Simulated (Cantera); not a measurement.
Premixed flame

A freely propagating, adiabatic, planar premixed flame of 4.41 % C₃H₈, 20.1 % O₂, 75.4 % N₂, 0.128 % H₂O, equivalence ratio 1.1, unburnt at 400 K and 375 Torr; mixture-averaged transport, grid criteria slope 0.08 and curve 0.16, no radiation.

Detailed kinetics in Cantera: GRI-Mech 3.0 (53 species, 325 reactions). GRI-Mech 3.0 was tuned for natural gas; its chemistry of propane as a main component is partial and can be far from experiment. Burning velocities carry a grid error of a few per cent, more on coarse grids.

| z (mm) | T (K) | u (m/s) | x C₃H₈ | x O₂ | x NO | x C₂H₆ | x CH₂ | x CH₃ |
|---|---|---|---|---|---|---|---|---|
| -1.64 | 400 | 0.908 | 0.0441 | 0.200 | <1e-8 | 1.01e-8 | <1e-8 | <1e-8 |
| -1.09 | 401 | 0.911 | 0.0440 | 0.200 | <1e-8 | 2.52e-7 | <1e-8 | 1.60e-8 |
| -0.818 | 405 | 0.923 | 0.0439 | 0.199 | <1e-8 | 3.28e-6 | <1e-8 | 1.26e-7 |
| -0.545 | 441 | 1.01 | 0.0434 | 0.195 | 9.12e-8 | 5.34e-5 | <1e-8 | 2.17e-6 |
| -0.273 | 804 | 1.91 | 0.0343 | 0.161 | 1.48e-6 | 0.00128 | 2.35e-7 | 0.000355 |
| -0.136 | 1242 | 3.05 | 0.0135 | 0.116 | 3.92e-6 | 0.00186 | 1.22e-5 | 0.00249 |
| 0 | 1657 | 4.17 | 0.000577 | 0.0666 | 8.49e-6 | 0.000244 | 7.42e-5 | 0.00215 |
| 0.136 | 1845 | 4.67 | 1.03e-6 | 0.0366 | 1.52e-5 | 2.25e-6 | 3.85e-5 | 0.000302 |
| 0.273 | 1895 | 4.78 | <1e-8 | 0.0240 | 2.05e-5 | <1e-8 | 3.85e-6 | 2.20e-5 |
| 0.545 | 1931 | 4.84 | <1e-8 | 0.0169 | 2.52e-5 | <1e-8 | 1.18e-8 | 8.48e-8 |
| 1.09 | 1974 | 4.92 | <1e-8 | 0.0141 | 2.95e-5 | <1e-8 | <1e-8 | <1e-8 |
| 2.18 | 2028 | 5.04 | <1e-8 | 0.0122 | 3.61e-5 | <1e-8 | <1e-8 | <1e-8 |
| 4.36 | 2096 | 5.18 | <1e-8 | 0.0100 | 4.77e-5 | <1e-8 | <1e-8 | <1e-8 |
x: mole fraction of selected species; z is measured from the peak of heat release.

```yaml
laminar_burning_velocity: 90.8 cm/s
thermal_thickness: 0.545 mm
peak x(C₂H₆): 0.00202
peak x(CH₂): 7.72e-5
peak x(CH₃): 0.00316
grid_points: 156
```
